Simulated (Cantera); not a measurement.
**Catalytic combustion on Pt**

An isothermal plug-flow reactor at 1150 K and 390 Torr (inlet), inlet velocity 4.5 m/s, active area per volume 200 1/m; feed 0.347 % CH4, 4.43 % O2, 94.5 % N2, 0.718 % H2O.

Computed with Cantera and Deutschmann's 1995 Pt surface mechanism with GRI-Mech 3.0 gas chemistry. Catalytic surfaces can have several steady states; this one follows from the mechanism file's or the stated starting coverage. Mass transfer to the wall is taken as infinitely fast.

```tsv
z (m)	x CH4	x O2	x H2O	x CO2	x CO	θ free Pt	θ O*
8.7e-05	0.00346	0.0442	0.00719	6.07e-6	1.13e-6	0.467	0.532
0.00015	0.00346	0.0442	0.00720	1.06e-5	1.78e-6	0.467	0.532
0.00024	0.00345	0.0442	0.00722	1.73e-5	2.50e-6	0.467	0.532
0.0004	0.00344	0.0442	0.00724	2.96e-5	3.36e-6	0.467	0.532
0.00068	0.00341	0.0442	0.00729	5.18e-5	4.10e-6	0.467	0.532
0.0011	0.00338	0.0441	0.00736	8.56e-5	4.45e-6	0.467	0.532
0.0019	0.00331	0.0440	0.00749	0.000150	4.50e-6	0.468	0.532
0.0031	0.00322	0.0438	0.00768	0.000243	4.38e-6	0.468	0.531
0.0052	0.00305	0.0435	0.00799	0.000402	4.17e-6	0.468	0.531
0.0087	0.00280	0.0430	0.00849	0.000648	3.84e-6	0.469	0.530
```
x: gas mole fraction; θ: surface coverage.
